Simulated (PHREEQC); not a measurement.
Dissolve 1.1 mmol/kgw NaOH and 12 mmol/kgw SrCl2 at 25 °C. Closed to the air; pH follows from the charge balance.

All values are PHREEQC results (ion-association model, phreeqc.dat), not measurements.

- pH: 10.94
- ionic strength: 0.0370 mol/kgw
- specific conductance: 2970 µS/cm
- total alkalinity: 1.10 meq/kg

```json
[
 {"species": "Cl-", "molality": "0.0240", "activity": "0.0200", "log γ": "-0.079"},
 {"species": "Sr+2", "molality": "0.0120", "activity": "0.00613", "log γ": "-0.290"},
 {"species": "Na+", "molality": "0.00110", "activity": "0.000926", "log γ": "-0.075"},
 {"species": "OH-", "molality": "0.00107", "activity": "0.000887", "log γ": "-0.080"},
 {"species": "SrOH+", "molality": "3.27e-5", "activity": "2.76e-5", "log γ": "-0.075"}
]
```

Precipitation was switched off in this run.
